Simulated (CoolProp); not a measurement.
Vapour-liquid equilibrium of sulfur dioxide (1) + toluene (2) at 0.341 MPa; x and y are mole fractions of (1).

Values from CoolProp's multi-fluid Helmholtz-energy mixture model, Gao 2016 and Lemmon 2006; pair parameters Bell 2016.

Q: Give the bubble temperature and the first vapour's composition at x = 0.125, 0.65, 0.725. Is there an azeotrope?

A: x = 0.125: 103.9 °C, y = 0.771; x = 0.65: 33.9 °C, y = 0.993; x = 0.725: 30.5 °C, y = 0.995. No azeotrope shows between x = 0.05 and 0.95.

Pair parameters are fitted to limited data, so mixtures are less certain than the pure fluids.
